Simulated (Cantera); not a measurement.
An isothermal, constant-pressure homogeneous reactor starts with 27.0 % CH4, 59.3 % H2O, 13.7 % H2, at 1648 K and 7500 Torr.

Cantera simulation using GRI-Mech 3.0 (53 species, 325 reactions); the numbers are that mechanism's predictions, not measurements.

x: mole fraction; the columns are a selection and need not sum to one.

```json
[
 {"t (s)": "2.00e-5", "x CH4": "0.269", "x H2O": "0.593", "x H2": "0.138", "x C2H": "<1e-12", "x CH2CO": "9.74e-12", "x HCO": "5.57e-11", "x CH3": "0.000201"},
 {"t (s)": "6.44e-5", "x CH4": "0.268", "x H2O": "0.593", "x H2": "0.139", "x C2H": "1.80e-12", "x CH2CO": "1.15e-9", "x HCO": "4.10e-10", "x CH3": "0.000239"},
 {"t (s)": "0.000207", "x CH4": "0.264", "x H2O": "0.592", "x H2": "0.142", "x C2H": "4.92e-11", "x CH2CO": "8.83e-8", "x HCO": "1.29e-9", "x CH3": "0.000265"},
 {"t (s)": "0.000668", "x CH4": "0.251", "x H2O": "0.587", "x H2": "0.154", "x C2H": "5.85e-10", "x CH2CO": "1.97e-6", "x HCO": "1.38e-9", "x CH3": "0.000253"},
 {"t (s)": "0.00215", "x CH4": "0.219", "x H2O": "0.571", "x H2": "0.189", "x C2H": "2.94e-9", "x CH2CO": "1.14e-5", "x HCO": "1.24e-9", "x CH3": "0.000215"},
 {"t (s)": "0.00692", "x CH4": "0.159", "x H2O": "0.540", "x H2": "0.255", "x C2H": "6.97e-9", "x CH2CO": "2.54e-5", "x HCO": "1.22e-9", "x CH3": "0.000153"},
 {"t (s)": "0.0223", "x CH4": "0.104", "x H2O": "0.500", "x H2": "0.325", "x C2H": "9.80e-9", "x CH2CO": "3.17e-5", "x HCO": "?", "x CH3": "0.000102"},
 {"t (s)": "0.0718", "x CH4": "0.0914", "x H2O": "0.449", "x H2": "0.373", "x C2H": "7.51e-9", "x CH2CO": "2.21e-5", "x HCO": "?", "x CH3": "8.63e-5"},
 {"t (s)": "0.231", "x CH4": "0.0823", "x H2O": "0.373", "x H2": "0.438", "x C2H": "3.51e-9", "x CH2CO": "9.32e-6", "x HCO": "?", "x CH3": "7.14e-5"},
 {"t (s)": "0.744", "x CH4": "0.0576", "x H2O": "0.293", "x H2": "0.516", "x C2H": "9.88e-10", "x CH2CO": "2.61e-6", "x HCO": "?", "x CH3": "4.60e-5"},
 {"t (s)": "2.40", "x CH4": "0.0268", "x H2O": "0.234", "x H2": "0.582", "x C2H": "1.42e-10", "x CH2CO": "5.75e-7", "x HCO": "?", "x CH3": "2.01e-5"},
 {"t (s)": "7.72", "x CH4": "0.00553", "x H2O": "0.202", "x H2": "0.621", "x C2H": "4.88e-12", "x CH2CO": "8.21e-8", "x HCO": "3.26e-8", "x CH3": "4.03e-6"},
 {"t (s)": "24.8", "x CH4": "0.000109", "x H2O": "0.195", "x H2": "0.630", "x C2H": "<1e-12", "x CH2CO": "1.50e-9", "x HCO": "3.37e-8", "x CH3": "7.87e-8"},
 {"t (s)": "80.0", "x CH4": "1.64e-5", "x H2O": "0.195", "x H2": "0.630", "x C2H": "<1e-12", "x CH2CO": "2.29e-10", "x HCO": "3.38e-8", "x CH3": "1.19e-8"}
]
```

What belongs in the gaps?


- 0.0223, x HCO: 2.15e-9
- 0.0718, x HCO: 5.23e-9
- 0.231, x HCO: 1.16e-8
- 0.744, x HCO: 2.04e-8
- 2.40, x HCO: 2.81e-8
